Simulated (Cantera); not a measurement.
**Thermodynamics of carbothermic reduction, feed Fe2O3 + CO + H2**

A closed system holds: 1 mol Fe2O3, 4.6 mol CO, 0.23 mol H2, held at 29.3 Torr.

Cantera equilibrium calculation (NASA polynomials, part measured and part estimated; ideal gas, pure solids and liquids). Candidate condensed phases: C, C6H6, C7H8, C8H18, Fe, Fe(CO)5, FeO, Fe(OH)2, Fe(OH)3, Fe2O3, Fe3O4, H2O; 114 gas species. The tables' stoichiometric FeO is somewhat more stable than real wüstite, so its field is too wide. FeO: taken at fixed stoichiometry. Kinetics and transport are ignored.

From 1700 K to 2025 K the condensed part is FeO(l). The main Fe-bearing gas is Fe throughout.

```
T (K)  log p CO  log p CO2  log p H2  log p H2O  log p Fe  log p H  log p OH  n FeO(l)
-----  --------  ---------  --------  ---------  --------  -------  --------  --------
1700      -1.52      -2.14     -2.99      -3.08     -5.45    -5.33     -6.70      2.00
1725      -1.52      -2.14     -3.00      -3.07     -5.29    -5.23     -6.56      2.00
1750      -1.52      -2.14     -3.00      -3.06     -5.13    -5.14     -6.43      2.00
1775      -1.52      -2.14     -3.01      -3.06     -4.98    -5.04     -6.30      2.00
1800      -1.52      -2.14     -3.02      -3.05     -4.84    -4.95     -6.17      2.00
1825      -1.52      -2.14     -3.02      -3.05     -4.69    -4.87     -6.05      2.00
1850      -1.52      -2.14     -3.03      -3.04     -4.56    -4.78     -5.93      2.00
1875      -1.52      -2.14     -3.03      -3.04     -4.42    -4.70     -5.81      2.00
1900      -1.52      -2.14     -3.04      -3.03     -4.29    -4.62     -5.70      1.99
1925      -1.52      -2.14     -3.04      -3.03     -4.17    -4.54     -5.59      1.99
1950      -1.53      -2.14     -3.05      -3.03     -4.05    -4.47     -5.48      1.99
1975      -1.53      -2.14     -3.06      -3.02     -3.93    -4.39     -5.38      1.98
2000      -1.53      -2.14     -3.06      -3.02     -3.81    -4.32     -5.28      1.98
2025      -1.53      -2.14     -3.07      -3.01     -3.70    -4.25     -5.17      1.97
```
log p: log10 of the partial pressure in bar; n: condensed amount in mol.
